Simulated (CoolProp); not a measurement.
Vapour pressure (bar) of R245fa: the reference equation beside estimates from Tc = 427.0 K, pc = 36.51 bar, ω = 0.378. Clausius-Clapeyron is anchored at 246.7 K with a constant enthalpy of vaporisation of 29.20 kJ/mol.

Values from CoolProp's reference Helmholtz-energy equation of state, Akasaka 2015.

```tsv
T (K)	reference	Lee-Kesler	Clausius-Clapeyron	van der Waals	Soave-Redlich-Kwong
235.9	0.07004	0.06847	0.07099	1.936	0.06967
246.7	0.1362	0.1338	0.1362	2.541	0.1355
257.5	0.2477	0.2446	0.2474	3.265	0.2466
268.3	0.4250	0.4218	0.4284	4.118	0.4236
279.2	0.6968	0.6943	0.7141	5.120	0.6955
290	1.088	1.088	1.141	6.261	1.088
300.8	1.637	1.640	1.762	7.558	1.639
311.6	2.381	2.389	2.640	9.018	2.388
322.4	3.364	3.377	3.851	10.65	3.380
333.2	4.631	4.648	5.482	12.46	4.662
344	6.233	6.250	7.632	14.45	6.286
354.8	8.221	8.235	10.41	16.64	8.305
365.6	10.65	10.66	13.95	19.02	10.78
```

Absolute difference from the reference over all 13 rows, mean and median: Lee-Kesler 0.6 and 0.4 %, Clausius-Clapeyron 10.9 and 7.6 %, van der Waals 689.7 and 361.7 %, Soave-Redlich-Kwong 0.5 and 0.5 %.
